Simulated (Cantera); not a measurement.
An isothermal plug-flow reactor at 1073 K and 1.28 atm (inlet), inlet velocity 0.5 m/s, active area per volume 1000 1/m; feed CH₄ : O₂ : N₂ : H₂O = 0.037 : 0.012 : 0.79 : 0.016 (molar parts), equivalence ratio 6.2.

Cantera simulation using Deutschmann's 1995 Pt surface mechanism with GRI-Mech 3.0 gas chemistry; the numbers are that mechanism's predictions, not measurements. Catalytic surfaces can have several steady states; this one follows from the mechanism file's or the stated starting coverage. Mass transfer to the wall is taken as infinitely fast.

One state of this run: x CH₄ = 0.0288; x O₂ = 0.00188; x H₂O = 0.0285; x CO₂ = 2.40e-6; x CO = 0.0138; θ free Pt = 0.0224; θ H* = 0.00126; θ CO* = 0.000187; θ C* = 0.976. x: gas mole fraction; θ: surface coverage.

Question: Which value of z (m) does it belong to?
A) 0.049
B) 0.016
C) 0.028
D) 0.0028

Answer: C, 0.028
